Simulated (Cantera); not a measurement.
An isothermal, constant-pressure homogeneous reactor starts with 70.9 % NH3, 29.1 % H2, at 2350 K and 0.987 atm.

Model: the gas-phase N/H chemistry of the illustrative SiF4/NH3 mechanism in the Surface Chemkin manual (1991), integrated in Cantera. Walls and surfaces, which speed up NH3 decomposition in real reactors, are not modelled.

x: mole fraction; the columns are a selection and need not sum to one.

```csv
t (s),x NH3,x H2,x N2H4,x N2,x NH,x H,x N
2.00e-5,0.699,0.295,6.74e-7,0.00132,0.000104,0.000540,?
5.40e-5,0.678,0.310,7.18e-7,0.00733,0.000115,0.000602,6.58e-6
0.000146,0.625,0.347,6.32e-7,0.0227,0.000115,0.000683,6.96e-6
0.000394,0.509,0.429,4.64e-7,0.0569,0.000111,0.000885,?
0.00106,0.311,0.570,2.29e-7,0.115,9.89e-5,0.00135,?
0.00287,0.101,0.718,4.89e-8,0.177,7.06e-5,0.00242,9.35e-6
0.00775,0.00563,0.782,1.01e-9,0.205,2.72e-5,0.00673,9.59e-6
0.0209,0.000150,0.782,1.94e-12,0.206,1.99e-6,0.0111,?
0.0565,3.58e-5,0.783,<1e-12,0.206,4.76e-7,0.0111,?
0.152,1.21e-5,0.783,<1e-12,0.206,1.61e-7,0.0111,?
0.412,5.28e-6,0.783,<1e-12,0.206,7.02e-8,0.0111,?
1.11,3.92e-6,0.783,<1e-12,0.206,5.22e-8,0.0111,3.05e-8
3.00,3.87e-6,0.783,<1e-12,0.206,5.16e-8,0.0111,3.02e-8
```

Problem. What belongs in the gaps?

Solution. 
- 2.00e-5, x N: 5.56e-6
- 0.000394, x N: 7.65e-6
- 0.00106, x N: 8.57e-6
- 0.0209, x N: 1.16e-6
- 0.0565, x N: 2.79e-7
- 0.152, x N: 9.39e-8
- 0.412, x N: 4.11e-8
